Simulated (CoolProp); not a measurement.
Aqueous ammonia as a coolant, 25 % by mass, freezing at -55.5 °C, 1 atm.

Values from CoolProp's Melinder's fits for secondary coolants.

| T (°C) | conductivity (W/(m K)) | Prandtl number | viscosity (mPa s) | cp (kJ/(kg K)) |
|---|---|---|---|---|
| -4.1 | 0.419 | 25.8 | 2.55 | 4.245 |
| -0.4 | 0.426 | 22.5 | 2.26 | 4.241 |
| 3.2 | 0.432 | ? | 2.03 | 4.237 |
| 6.9 | 0.439 | 17.5 | ? | 4.234 |
| 10.5 | 0.445 | 15.6 | 1.64 | 4.231 |
| 14.2 | 0.452 | ? | 1.48 | 4.228 |
| 17.8 | 0.458 | 12.4 | 1.35 | 4.226 |
| 21.5 | 0.464 | ? | 1.22 | ? |
| 25.1 | 0.470 | 9.99 | 1.11 | 4.220 |
| 28.8 | 0.476 | 8.96 | 1.01 | 4.217 |

### Question
Complete the blanks.

### Answer

- 3.2, Prandtl number: 19.9
- 6.9, viscosity (mPa s): 1.82
- 14.2, Prandtl number: 13.9
- 21.5, Prandtl number: 11.1
- 21.5, cp (kJ/(kg K)): 4.223
